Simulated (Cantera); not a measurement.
An adiabatic, constant-pressure homogeneous reactor starts with H2 : O2 : N2 = 1 : 0.658 : 2.47 (molar parts), equivalence ratio 0.76, at 1550 K and 1000000 Pa. Integrator tolerance rtol = 1e-08.

Model: the H2/O2 subset of GRI-Mech 3.0, which has no nitrogen chemistry, integrated in Cantera. The hydrogen kinetics of GRI-Mech 3.0 are dated; newer H2 mechanisms differ, most at raised pressure.

Question: What does this change do: pressure from 1000000 Pa to 500000 Pa?

Answer: 
```tsv
quantity	before	after
time of steepest temperature rise	1.23 µs	2.34 µs
temperature at 8.00 s	2950 K	2905 K
equilibrium temperature	2950 K	2905 K
x(H2) at 8.00 s	0.0142 (gas-phase equilibrium 0.0142)	0.0167 (gas-phase equilibrium 0.0167)
x(O2) at 8.00 s	0.0410 (gas-phase equilibrium 0.0410)	0.0415 (gas-phase equilibrium 0.0415)
x(H2O2) at 8.00 s	2.46e-6 (gas-phase equilibrium 2.46e-6)	1.59e-6 (gas-phase equilibrium 1.59e-6)
x(HO2) at 8.00 s	3.12e-5 (gas-phase equilibrium 3.12e-5)	2.40e-5 (gas-phase equilibrium 2.40e-5)
x(H2O) at 8.00 s	0.239 (gas-phase equilibrium 0.239)	0.234 (gas-phase equilibrium 0.234)
x(O) at 8.00 s	0.00613 (gas-phase equilibrium 0.00613)	0.00740 (gas-phase equilibrium 0.00740)
```

Question: What does this change do: initial temperature 1550 to 1325 K?

Answer: 
| quantity | before | after |
|---|---|---|
| time of steepest temperature rise | 1.23 µs | 4.00 µs |
| temperature at 8.00 s | 2950 K | 2830 K |
| equilibrium temperature | 2950 K | 2830 K |
| x(H2) at 8.00 s | 0.0142 (gas-phase equilibrium 0.0142) | 0.00958 (gas-phase equilibrium 0.00958) |
| x(O2) at 8.00 s | 0.0410 (gas-phase equilibrium 0.0410) | 0.0411 (gas-phase equilibrium 0.0411) |
| x(H2O2) at 8.00 s | 2.46e-6 (gas-phase equilibrium 2.46e-6) | 2.12e-6 (gas-phase equilibrium 2.12e-6) |
| x(HO2) at 8.00 s | 3.12e-5 (gas-phase equilibrium 3.12e-5) | 2.53e-5 (gas-phase equilibrium 2.53e-5) |
| x(H2O) at 8.00 s | 0.239 (gas-phase equilibrium 0.239) | 0.250 (gas-phase equilibrium 0.250) |
| x(O) at 8.00 s | 0.00613 (gas-phase equilibrium 0.00613) | 0.00394 (gas-phase equilibrium 0.00394) |

Question: What does this change do: constant volume in place of constant pressure?

Answer: 
```tsv
quantity	before	after
time of steepest temperature rise	1.23 µs	1.21 µs
temperature at 8.00 s	2950 K	3142 K
equilibrium temperature	2950 K	3142 K
x(H2) at 8.00 s	0.0142 (gas-phase equilibrium 0.0142)	0.0188 (gas-phase equilibrium 0.0188)
x(O2) at 8.00 s	0.0410 (gas-phase equilibrium 0.0410)	0.0407 (gas-phase equilibrium 0.0407)
x(H2O2) at 8.00 s	2.46e-6 (gas-phase equilibrium 2.46e-6)	4.19e-6 (gas-phase equilibrium 4.19e-6)
x(HO2) at 8.00 s	3.12e-5 (gas-phase equilibrium 3.12e-5)	4.94e-5 (gas-phase equilibrium 4.94e-5)
x(H2O) at 8.00 s	0.239 (gas-phase equilibrium 0.239)	0.228 (gas-phase equilibrium 0.228)
x(O) at 8.00 s	0.00613 (gas-phase equilibrium 0.00613)	0.00854 (gas-phase equilibrium 0.00854)
```
Above 3000 K some thermodynamic fits are extrapolated.
